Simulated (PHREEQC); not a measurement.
Consider water at 20 °C with 140 mmol/kgw FeCl3 and 0.063 mmol/kgw K2SO4. Closed to the air; pH follows from the charge balance.

Equilibrium calculation in PHREEQC: ion-association model, phreeqc.dat.

Question: The ionic strength comes out as 0.511 mol/kgw. What activity coefficients do SO4-2, Fe2(OH)2+4, Cl-, HSO4-, H+ get?

Answer: SO4-2 0.21, Fe2(OH)2+4 0.0074, Cl- 0.65, HSO4- 0.74, H+ 0.77.

No solid was allowed to form. Examples of supersaturated solids here: Hematite (slow to form), Goethite (slow to form). Others may be too. Complexes and solids missing from the database can't appear.
